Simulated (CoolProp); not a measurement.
Saturation properties of cyclopropane.

Computed with CoolProp (reference Helmholtz-energy equation of state, Polt 1992). This equation is an older, rougher fit; its heat capacities, sound speeds and derivatives of the liquid may be far off and weren't checked against measurements.

```tsv
T (K)	p (MPa)	liquid density (kg/m³)	enthalpy of vaporisation (kJ/kg)	vapour Z
300.2	0.7655	615.9	399.4	0.8645
306.4	0.8995	606.0	389.7	0.8494
312.5	1.047	596.0	379.9	0.8334
318.7	1.215	585.4	369.5	0.8162
324.9	1.402	574.5	358.5	0.7979
331.1	1.609	563.1	346.9	0.7783
337.3	1.838	551.1	334.5	0.7574
343.5	2.089	538.6	321.1	0.7350
349.6	2.360	525.5	306.9	0.7113
355.8	2.660	511.2	291.2	0.6854
362	2.988	495.8	273.8	0.6570
368.2	3.345	478.9	254.5	0.6259
374.4	3.733	459.9	232.5	0.5909
```
